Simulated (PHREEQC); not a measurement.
Dissolve 0.17 mol HF, 0.048 mol H2SiF6, 0.0047 mol H3PO4 and 0.11 mol HNO3 per kg of water at 25 °C. Closed to the air; pH follows from the charge balance.

Model: ion-association model, phreeqc.dat, run in PHREEQC.

| quantity | before | after |
|---|---|---|
| pH | 0.79 | 2.64 |
| ionic strength (mol/kgw) | 0.256 | 0.00273 |
| HF (mol/kgw) | 0.168 | 0.00200 |
| H3PO4 (mol/kgw) | 0.00443 | 1.13e-5 |
| F- (mol/kgw) | 0.00105 | 0.000620 |
| HF2- (mol/kgw) | 0.000669 | 4.77e-6 |

**Question.** What was changed between the two runs?
A) temperature from 25 to 55 °C
B) HF from 0.17 to 0.085 mol/kgw
C) H2SiF6 from 0.048 to 0.072 mol/kgw
D) diluted 100-fold with water
E) H3PO4 replaced by Na2HPO4 at the same molality

**Answer.** D, diluted 100-fold with water

Precipitation was switched off in this run. Some of these states are supersaturated (in Quartz (slow to form), for instance). SiF6-2 is the database's only silicon fluoride.
